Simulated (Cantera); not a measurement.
Input: 1 mol Si, 0.98 mol HCl, 0.27 mol H2, 1.1 mol Cl2, at 875 K and 0.100 bar.

Method: chemical equilibrium by Gibbs-energy minimisation in Cantera with the NASA 1993 tables (ideal gas, pure condensed phases). Candidate condensed phases: Si; 19 gas species. The tables' values for SiCl3 are old estimates; treat these amounts as uncertain. Rates play no part.

Base state: SiCl4 0.462, H2 0.456, SiHCl3 0.0730, HCl 0.00632, SiH2Cl2 0.00105, SiCl3 0.000944, SiCl2 0.000112 (mole fractions); condensed: Si(s).

Problem. What changes in the equilibrium state with this change: HCl from 0.98 to 2 mol?

Solution. 
| species | before | after |
|---|---|---|
| H2 | 0.456 | 0.489 |
| SiCl4 | 0.462 | 0.417 |
| HCl | 0.00632 | 0.0894 |
| SiHCl3 | 0.0730 | 0.00498 |
| SiCl2 | 0.000112 | 5.38e-7 |
| SiH2Cl2 | 0.00105 | 5.45e-6 |
| Si(s), mol | 0.178 | 0 |

Problem. What changes in the equilibrium state with this change: Cl2 from 1.1 to 2 mol?

Solution. 
| species | before | after |
|---|---|---|
| SiCl4 | 0.462 | 0.444 |
| HCl | 0.00632 | 0.436 |
| H2 | 0.456 | 0.120 |
| SiHCl3 | 0.0730 | 0.000267 |
| SiH2Cl2 | 0.00105 | 1.47e-8 |
| SiCl2 | 0.000112 | 5.92e-9 |
| SiCl3 | 0.000944 | 6.74e-6 |
| Si(s), mol | 0.178 | 0 |
